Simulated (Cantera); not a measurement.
A closed system holds: 1 mol FeS₂, 0.49 mol H₂, 5.5 mol H₂O, held at 2098.15 K and 101000 Pa.

Equilibrium computed with Cantera from the NASA thermochemical tables; the gas is ideal and each condensed phase is pure. Candidate condensed phases: Fe, FeO, Fe(OH)₂, Fe(OH)₃, FeS, FeSO₄, FeS₂, Fe₂O₃, Fe₂(SO₄)₃, Fe₃O₄, H₂O, H₂SO₄, S; 22 gas species. The tables' stoichiometric FeO is somewhat more stable than real wüstite, so its field is too wide. FeO: taken at fixed stoichiometry. The numbers say what is thermodynamically allowed, not how fast it happens.

Base state: H₂O 0.515, H₂ 0.283, S₂ 0.0802, SO₂ 0.0499, H₂S 0.0369, SO 0.0162, SH 0.0132, S 0.00165 (mole fractions); condensed: FeO(l).

**Question.** What changes in the equilibrium state with this change: temperature from 2098.15 K to 1375 K?

**Answer.** 
```json
[
 {"species": "H₂O", "before": "0.515", "after": "0.814"},
 {"species": "H₂S", "before": "0.0369", "after": "0.0710"},
 {"species": "H₂", "before": "0.283", "after": "0.0584"},
 {"species": "S₂", "before": "0.0802", "after": "0.0295"},
 {"species": "SO", "before": "0.0162", "after": "0.000235"},
 {"species": "SH", "before": "0.0132", "after": "0.000391"},
 {"species": "SO₂", "before": "0.0499", "after": "0.0258"},
 {"species": "Fe(OH)₂", "before": "0.000309", "after": "1.07e-6"},
 {"species": "Fe", "before": "0.000268", "after": "<1e-9"},
 {"species": "FeO", "before": "1.22e-5", "after": "<1e-9"},
 {"species": "H", "before": "0.00163", "after": "8.23e-7"},
 {"species": "OH", "before": "0.000352", "after": "2.06e-7"},
 {"species": "FeO(l), mol", "before": "0.996", "after": "0"},
 {"species": "FeS(s), mol", "before": "0", "after": "1.000"}
]
```
FeS: taken at fixed stoichiometry.

**Question.** What changes in the equilibrium state with this change: temperature from 2098.15 K to 1075 K?

**Answer.** 
| species | before | after |
|---|---|---|
| H₂O | 0.515 | 0.846 |
| H₂S | 0.0369 | 0.104 |
| SO₂ | 0.0499 | 0.0187 |
| H₂ | 0.283 | 0.0120 |
| SO | 0.0162 | 9.17e-6 |
| SH | 0.0132 | 2.27e-5 |
| S₂ | 0.0802 | 0.0184 |
| Fe(OH)₂ | 0.000309 | 3.16e-9 |
| H | 0.00163 | 1.60e-9 |
| OH | 0.000352 | <1e-9 |
| S | 0.00165 | 5.71e-9 |
| FeO(l), mol | 0.996 | 0 |
| FeS(s), mol | 0 | 1.00 |
FeS: taken at fixed stoichiometry. Gases not in the tables: S₃ to S₇.
